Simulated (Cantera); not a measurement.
A counterflow diffusion flame at 1.90 bar, nozzles 20 mm apart: fuel side 49.8 % CH4, 2.39 % H2, 47.8 % N2 at 473 K, oxidiser side 23.0 % O2, 77.0 % N2 at 325 K, fuel mass flux 0.6 times the oxidiser's; mixture-averaged transport, no radiation.

Cantera simulation using GRI-Mech 3.0 (53 species, 325 reactions); the numbers are that mechanism's predictions, not measurements. GRI-Mech 3.0 has no aromatics or soot, which form on the fuel side of real flames. The maximum strain rate includes the flame's own expansion and is several times the mean.

x: mole fraction; the columns are a selection and need not sum to one.

| oxidiser flux (kg/m²/s) | max strain (1/s) | mean strain (1/s) | T max (K) | peak x OH | peak x H | peak x NO | peak x CO | peak x C2H2 |
|---|---|---|---|---|---|---|---|---|
| 1.1 | 270 | 58.9 | 2087 | 0.00633 | 0.00246 | (withheld) | 0.0412 | 0.00757 |
| 1.6 | 379 | 85.7 | 2070 | 0.00635 | 0.00259 | (withheld) | 0.0408 | 0.00678 |
| 2.2 | 509 | 118 | 2055 | 0.00635 | 0.00270 | (withheld) | 0.0406 | 0.00621 |
| 3.1 | 703 | 166 | 2037 | 0.00630 | 0.00281 | (withheld) | 0.0406 | 0.00563 |
| 4.4 | 978 | 236 | 2015 | 0.00614 | 0.00289 | (withheld) | 0.0408 | 0.00500 |
| 6.2 | 1350 | 332 | 1988 | 0.00587 | 0.00290 | (withheld) | 0.0410 | 0.00428 |
| 8.7 | 1870 | 466 | 1951 | 0.00539 | 0.00280 | (withheld) | 0.0413 | 0.00343 |

Problem. Some entries are withheld; supply them.

Solution. 
- 1.1, peak x NO: 0.000221
- 1.6, peak x NO: 0.000197
- 2.2, peak x NO: 0.000175
- 3.1, peak x NO: 0.000148
- 4.4, peak x NO: 0.000119
- 6.2, peak x NO: 8.92e-5
- 8.7, peak x NO: 5.88e-5
